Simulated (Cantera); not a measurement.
**Premixed flame**

A freely propagating, adiabatic, planar premixed flame of CH4 : O2 : N2 = 1 : 2.78 : 10.4 (molar parts), equivalence ratio 0.72, unburnt at 300 K and 10.0 bar; mixture-averaged transport, grid criteria slope 0.08 and curve 0.16, no radiation.

Detailed kinetics in Cantera: GRI-Mech 3.0 (53 species, 325 reactions). Burning velocities carry a grid error of a few per cent, more on coarse grids.

| z (mm) | T (K) | u (m/s) | x CH4 | x O2 | x HCO | x N2O | x CH3 | x CO2 |
|---|---|---|---|---|---|---|---|---|
| -0.551 | 301 | 0.0643 | 0.0705 | 0.196 | <1e-8 | <1e-8 | <1e-8 | 2.77e-6 |
| -0.367 | 309 | 0.0661 | 0.0700 | 0.195 | <1e-8 | <1e-8 | <1e-8 | 5.25e-5 |
| -0.275 | 343 | 0.0734 | 0.0682 | 0.193 | <1e-8 | 1.03e-8 | <1e-8 | 0.000386 |
| -0.184 | 508 | 0.109 | 0.0600 | 0.181 | <1e-8 | 8.37e-8 | 5.36e-8 | 0.00308 |
| -0.0918 | 988 | 0.214 | 0.0361 | 0.139 | <1e-8 | 4.53e-7 | 1.04e-5 | 0.0164 |
| -0.0459 | 1356 | 0.293 | 0.0173 | 0.104 | 3.23e-7 | 8.56e-7 | 0.000142 | 0.0309 |
| 0 | 1706 | 0.368 | 0.00176 | 0.0689 | 1.98e-6 | 1.45e-6 | 0.000234 | 0.0507 |
| 0.0459 | 1826 | 0.392 | 1.02e-5 | 0.0579 | 4.29e-8 | 2.03e-6 | 2.80e-6 | 0.0639 |
| 0.0918 | 1858 | 0.398 | 7.54e-8 | 0.0561 | <1e-8 | 2.01e-6 | 2.36e-8 | 0.0678 |
| 0.184 | 1873 | 0.401 | <1e-8 | 0.0554 | <1e-8 | 1.36e-6 | <1e-8 | 0.0695 |
| 0.367 | 1878 | 0.401 | <1e-8 | 0.0553 | <1e-8 | 6.40e-7 | <1e-8 | 0.0699 |
| 0.735 | 1878 | 0.402 | <1e-8 | 0.0553 | <1e-8 | 4.67e-7 | <1e-8 | 0.0699 |
| 1.47 | 1878 | 0.402 | <1e-8 | 0.0553 | <1e-8 | 4.58e-7 | <1e-8 | 0.0699 |
x: mole fraction of selected species; z is measured from the peak of heat release.

```yaml
laminar_burning_velocity: 6.41 cm/s
thermal_thickness: 0.184 mm
peak x(HCO): 2.06e-6
peak x(CH3): 0.000327
grid_points: 131
```
